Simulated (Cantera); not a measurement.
Gas mixture: CH₄ = 0.73 (molar parts), at 0.000790 atm, frozen composition.

Cantera's kinetic-theory transport with the Lennard-Jones parameters of GRI-Mech 3.0, ideal gas; thermal conductivity in the mixture-averaged form. The composition is frozen, though it would react at the higher temperatures.

One state of this run: ρ (kg/m³) = 0.000257; cp (J/kg/K) = 3287; μ (µPa s) = 19.5; λ (mW/m/K) = 88.6; Pr = 0.723; D (cm²/s) H₂ = 3030; D (cm²/s) O = 1410; D (cm²/s) CH₃ = 997. D: mixture-averaged diffusion coefficient of that species in the mixture.

Q: Which value of T (K) does it belong to?
A) 400
B) 500
C) 1000
D) 600

A: D, 600
